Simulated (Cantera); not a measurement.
**Ignition delay**

Mixture: CH4 : O2 : N2 = 1 : 2 : 7.52 (molar parts), equivalence ratio 1.0, at 10.0 bar, adiabatic and at constant pressure. Ignition delay is the time to a rise of 400 K.

Detailed kinetics in Cantera: GRI-Mech 3.0 (53 species, 325 reactions).

```
T0 (K)  delay (ms)
------  ----------
1000          83.1
1100          17.6
1200          4.74
1300          1.47
1400         0.502
1500         0.187
1600        0.0757
1700        0.0333
1800        0.0160
```

```
Property                                                 Value
--------------------------------------------------  ----------
apparent activation energy between 1600 and 1800 K  190 kJ/mol
```
